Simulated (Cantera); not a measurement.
Cantera run:

```python
import numpy as np
import cantera as ct

gas_names = """
    Fe FeO Fe(OH)2 H HNO HNO2 HNO3 HO2 H2 H2O H2O2 N NH NH2 NH3 NH2OH NO NO2 NO3 N2 N2H2 N2H4 N2O O OH
    O2 O3
""".split()
cond_names = """
    Fe(a) Fe(c) Fe(d) Fe(L) FeO(s) FeO(L) Fe(OH)2(s) Fe(OH)3(s) Fe2O3(s) Fe3O4(s) H2O(s) H2O(L)
""".split()


# ... load() reads the species with a 1 bar reference pressure and builds the phases ...
atoms = {
    'Fe3O4': {'Fe': 3, 'O': 4},
    'H2': {'H': 2},
    'N2': {'N': 2},
}
top_T = {'Fe2O3(s)': 1830, 'Fe3O4(s)': 1870}  # K; cautious upper limits of use, not melting points


# ... equilibrate(T, P, feed) seeds the gas with the atoms and calls Mixture.equilibrate('TP', solver="vcs", rtol=1e-11, max_steps=5000) ...
results = []
feed = {'Fe3O4': 1, 'H2': 250, 'N2': 70}  # mol
T = 1548.15  # K
P = 101325  # Pa
mix = equilibrate(T, P, feed)
results.append((T, P, feed, dict(zip(mix.species_names, mix.species_moles))))
print(gas.report(threshold=1e-06))
for i in range(1, mix.n_phases):
    print(f"{mix.phase(i).name:16s} {mix.phase_moles(i):12.5e} mol")
```

Result:

```
       temperature   1548.2 K
          pressure   1.0132e+05 Pa
           density   0.062211 kg/m^3
  mean mol. weight   7.9031 kg/kmol
   phase of matter   gas

                          1 kg             1 kmol
                     ---------------   ---------------
          enthalpy        4.4928e+06        3.5507e+07  J
   internal energy        2.8641e+06        2.2635e+07  J
           entropy             25232        1.9941e+05  J/K
    Gibbs function       -3.4569e+07       -2.7321e+08  J
 heat capacity c_p            4208.4             33259  J/K
 heat capacity c_v            3156.3             24945  J/K

                      mass frac. Y      mole frac. X     chem. pot. / RT
                     ---------------   ---------------   ---------------
                 H        3.4266e-06        2.6866e-05           -9.4726
                H2           0.19609           0.76871           -18.945
               H2O          0.028494            0.0125           -49.561
               NH3        3.7036e-05        1.7186e-05           -42.226
                N2           0.77537           0.21874           -27.616
     [  +22 minor]         2.981e-06        4.2639e-07

Fe(c)             2.99987e+00 mol
FeO(s)            0.00000e+00 mol
Fe2O3(s)          0.00000e+00 mol
Fe3O4(s)          0.00000e+00 mol
```

Cantera equilibrium calculation (NASA polynomials, part measured and part estimated; ideal gas, pure solids and liquids).
